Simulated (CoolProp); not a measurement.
R124 at 414.3 K and 3.11 MPa is compressed adiabatically to 6.95 MPa with isentropic efficiency 0.75. Each further row changes one setting.

Model: reference Helmholtz-energy equation of state, de Vries 1995, in CoolProp.

```csv
case,work (kJ/kg),final temperature (K),final density (kg/m³)
as stated,17.4,461.1,434
efficiency 1,13.0,458.3,449
efficiency 0.65,20.0,462.8,426
```
